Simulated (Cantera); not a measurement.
Cantera run, input and output.

```python
import numpy as np
import cantera as ct

gas = ct.Solution("gri30.yaml")
gas.TPX = 1275, 37000, {'N2O': 1, 'O2': 0.83}
reactor = ct.IdealGasConstPressureReactor(gas, energy="off", clone=False)
net = ct.ReactorNet([reactor])
net.rtol, net.atol = 1e-08, 1e-18
show = ['N2O', 'O2', 'N2', 'NO2', 'O', 'NO']
times = np.geomspace(0.0004, 9, 9)

steps = ct.SolutionArray(gas, extra=["t"])
rows = []
print(f"{'t/s':>10s}{'T/K':>9s}{'P/Pa':>11s}" + "".join(f"{s:>11s}" for s in show))
for t in times:
    while net.time < t:
        t_next = net.step()
        steps.append(gas.state, t=t_next)
    rows.append([np.interp(t, steps.t, y) for y in (steps.T, steps.P, *steps(*show).X.T)])
    print(f"{t:10.3e}{rows[-1][0]:9.1f}{rows[-1][1]:11.4g}" + "".join(f"{x:11.3e}" for x in rows[-1][2:]))
rate = np.gradient(steps.T, steps.t)
print("integrator steps:", len(steps.t))
if steps.T.max() > steps.T[0] + 200:
    print(f"time of steepest temperature rise: {steps.t[rate.argmax()]:.4e} s")
gas.TPX = 1275, 37000, {'N2O': 1, 'O2': 0.83}
gas.equilibrate("TP")
print(f"equilibrium (TP): T = {gas.T:.1f} K  " + "  ".join(f"{s} {gas[s].X[0]:.3e}" for s in show))
```

It prints:

```
       t/s      T/K       P/Pa        N2O         O2         N2        NO2          O         NO
 4.000e-04   1275.0    3.7e+04  5.462e-01  4.536e-01  1.686e-04  1.387e-09  5.356e-06  2.403e-05
 1.400e-03   1275.0    3.7e+04  5.456e-01  4.537e-01  6.013e-04  1.803e-08  5.356e-06  8.769e-05
 4.899e-03   1275.0    3.7e+04  5.436e-01  4.540e-01  2.111e-03  2.057e-07  5.354e-06  3.097e-04
 1.714e-02   1275.0    3.7e+04  5.364e-01  4.552e-01  7.337e-03  1.892e-06  5.346e-06  1.077e-03
 6.000e-02   1275.0    3.7e+04  5.123e-01  4.590e-01  2.495e-02  1.116e-05  5.311e-06  3.653e-03
 2.100e-01   1275.0    3.7e+04  4.382e-01  4.710e-01  7.922e-02  4.183e-05  5.178e-06  1.152e-02
 7.348e-01   1275.0    3.7e+04  2.651e-01  4.992e-01  2.063e-01  1.125e-04  4.667e-06  2.932e-02
 2.572e+00   1275.0    3.7e+04  6.465e-02  5.333e-01  3.548e-01  1.934e-04  2.719e-06  4.707e-02
 9.000e+00   1275.0    3.7e+04  2.407e-03  5.454e-01  4.025e-01  3.898e-04  2.824e-07  4.933e-02
integrator steps: 823
equilibrium (TP): T = 1275.0 K  N2O 1.236e-08  O2 5.706e-01  N2 4.290e-01  NO2 4.933e-06  O 1.396e-07  NO 4.100e-04
```

Computed with Cantera and GRI-Mech 3.0 (53 species, 325 reactions). GRI-Mech 3.0 was tuned for natural gas; its chemistry of N2O as a main component is partial and can be far from experiment. The mechanism lacks the step 2 NO + O2 → 2 NO2, which can matter for NO2 below about 1400 K. The temperature is held fixed by assumption; the heat of reaction is taken as removed at once.
